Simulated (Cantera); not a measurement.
Charge: 1 mol Si(CH₃)₄, 150 mol H₂, 0.036 mol HCl, held at 10.0 mbar.

These are equilibrium values from Cantera (NASA tables, ideal gas, pure condensed phases), not measurements of a reactor. Candidate condensed phases: C, C₆H₆, C₇H₈, C₈H₁₈, Si, SiC; 109 gas species. Rates play no part. All values below are at 1348 K.

Base state: H₂ 1.000, HCl 0.000231, CH₄ 5.83e-5, H 2.31e-5 (mole fractions); condensed: C(graphite) + SiC(s).

What changes in the equilibrium state with this change: Si(CH₃)₄ replaced by SiHCl₃?


```csv
species,before,after
H₂,1.000,0.981
HCl,0.000231,0.0181
SiCl₂,<1e-9,0.000932
CH₄,5.83e-5,0
SiCl₃,<1e-9,1.26e-5
H,2.31e-5,2.29e-5
"C(graphite), mol",2.99,0
"SiC(s), mol",1.00,0
"Si(s), mol",0,0.856
```
The tables' values for SiCl₃ are old estimates; treat these amounts as uncertain.
